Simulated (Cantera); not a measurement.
Input: 1 mol MgO, 7.3 mol C, 1.6 mol CO, at 2023 K and 2330 Torr.

Cantera equilibrium calculation (NASA polynomials, part measured and part estimated; ideal gas, pure solids and liquids). Candidate condensed phases: C, Mg, MgCO3, MgO; 15 gas species. The numbers say what is thermodynamically allowed, not how fast it happens.

Base state: CO 0.979, Mg 0.0209, CO2 6.82e-5 (mole fractions); condensed: C(graphite) + MgO(s).

Task: What changes in the equilibrium state with this change: pressure from 2330 Torr to 0.0825 Torr?

Result: 
| species | before | after |
|---|---|---|
| CO | 0.979 | 0.722 |
| Mg | 0.0209 | 0.278 |
| CO2 | 6.82e-5 | 1.32e-9 |
| C(graphite), mol | 7.27 | 6.30 |
| MgO(s), mol | 0.965 | 0 |
